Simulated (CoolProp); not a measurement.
Vapour-liquid equilibrium of n-butane (1) + cis-2-butene (2) at 214.3 K; x and y are mole fractions of (1).

The numbers come from the multi-fluid Helmholtz-energy mixture model, Bücker 2006 and Lemmon 2005; pair parameters Bell 2016 in CoolProp.

```csv
x,"bubble pressure, mixture model (kPa)","bubble pressure, Raoult's law (kPa)","y, mixture model","y, Raoult's law"
0.05,4.137,4.090,0.076,0.066
0.2,4.433,4.299,0.268,0.252
0.35,4.673,4.507,0.427,0.420
0.5,4.876,4.716,0.569,0.574
0.65,5.054,4.925,0.703,0.714
0.8,5.215,5.133,0.832,0.843
0.95,5.364,5.342,0.959,0.962
```

The largest gap from Raoult's law is +3.7 % in bubble pressure, at x = 0.35. No azeotrope shows between x = 0.05 and 0.95.

The pair parameters rest on a limited set of measurements; away from them the model extrapolates.
